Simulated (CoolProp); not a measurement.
A closed Brayton cycle with carbon dioxide: compressor inlet 314.15 K and 7.7 MPa, high pressure 18.5 MPa, turbine inlet 945 K, compressor efficiency 0.8, turbine efficiency 0.93, recuperator effectiveness 0.8 (on enthalpy, no pinch check). Each further row changes one setting.

The numbers come from the reference Helmholtz-energy equation of state, Span 1996 in CoolProp.

| case | thermal efficiency (%) | net work (kJ/kg) | compressor to turbine work | compressor exit (K) | turbine exit (K) |
|---|---|---|---|---|---|
| as stated | ___ | 97.6 | 0.30 | 383.4 | 827.0 |
| turbine inlet 895 K | 29.9 | ___ | 0.31 | 383.4 | ___ |
| compressor inlet 324.15 K | 29.9 | 90.3 | 0.35 | 401.1 | 827.0 |
| high pressure 15.7 MPa | 27.8 | ___ | ___ | 370.0 | ___ |
| recuperator effectiveness 0.5 | ___ | 97.6 | 0.30 | 383.4 | 827.0 |

### Question
Some entries are withheld; supply them.

### Answer

- as stated, thermal efficiency (%): 30.6
- turbine inlet 895 K, net work (kJ/kg): 89.7
- turbine inlet 895 K, turbine exit (K): 781.2
- high pressure 15.7 MPa, net work (kJ/kg): 81.8
- high pressure 15.7 MPa, compressor to turbine work: 0.28
- high pressure 15.7 MPa, turbine exit (K): 848.5
- recuperator effectiveness 0.5, thermal efficiency (%): 20.6
